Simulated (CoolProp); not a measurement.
Model: reference Helmholtz-energy equation of state, Gao 2020, in CoolProp.

**Question.** For ammonia, give the phase and the cv (kJ/(kg K)), Joule-Thomson coefficient (K/MPa), viscosity (µPa s), conductivity (mW/(m K)) at 400.3 K and 1.01 bar.

**Answer.** 
- 400.3 K and 1.01 bar: gas; cv 1.79, Joule-Thomson coefficient 10.6, viscosity 14.0, conductivity 37.3

Viscosity comes from a separate model (Fenghour 1995). Thermal conductivity comes from a separate model (Tufeu 1984).
